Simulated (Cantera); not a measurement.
An adiabatic, constant-volume homogeneous reactor starts with CH4 : H2 : O2 : N2 = 1 : 0.078 : 1.57 : 5.9 (molar parts), equivalence ratio 1.3, at 1250 K and 18.8 atm.

Cantera simulation using GRI-Mech 3.0 (53 species, 325 reactions); the numbers are that mechanism's predictions, not measurements. The pressure lies above the range GRI-Mech 3.0 was tuned for (to about 10 atm). Above 3000 K some thermodynamic fits are extrapolated.

Question: Predict: time of steepest temperature rise; temperature at 3.00 s; equilibrium temperature; x(H2) at 3.00 s; x(O2) at 3.00 s; x(H2O2) at 3.00 s.

Answer: 
```json
{
 "time_of_steepest_temperature_rise": "0.571 ms",
 "temperature at 3.00 s": "3071 K",
 "equilibrium_temperature": "3071 K",
 "x(H2) at 3.00 s": "0.0416 (gas-phase equilibrium 0.0416)",
 "x(O2) at 3.00 s": "0.00123 (gas-phase equilibrium 0.00123)",
 "x(H2O2) at 3.00 s": "8.55e-7 (gas-phase equilibrium 8.55e-7)"
}
```
